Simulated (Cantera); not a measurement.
A closed system holds: 1 mol SiH2Cl2, 770 mol H2, 0.29 mol Cl2, equilibrated at 1123.15 K and 0.660 bar.

These are equilibrium values from Cantera (NASA tables, ideal gas, pure condensed phases), not measurements of a reactor. Candidate condensed phases: Si; 19 gas species. Rates play no part.

Base state: H2 0.997, HCl 0.00309, SiHCl3 3.84e-5, SiH2Cl2 2.60e-5, SiCl2 2.02e-5 (mole fractions); condensed: Si(s).

### Question
What changes in the equilibrium state with this change: H2 from 770 to 120 mol?

### Answer
| species | before | after |
|---|---|---|
| H2 | 0.997 | 0.986 |
| HCl | 0.00309 | 0.0107 |
| SiHCl3 | 3.84e-5 | 0.00161 |
| SiCl4 | 6.93e-6 | 0.00102 |
| SiCl3 | 3.36e-6 | 0.000142 |
| SiCl2 | 2.02e-5 | 0.000245 |
| SiH2Cl2 | 2.60e-5 | 0.000312 |
| SiH3Cl | 4.72e-6 | 1.62e-5 |
| Si(s), mol | 0.923 | 0.592 |
The tables' values for SiCl3 are old estimates; treat these amounts as uncertain.
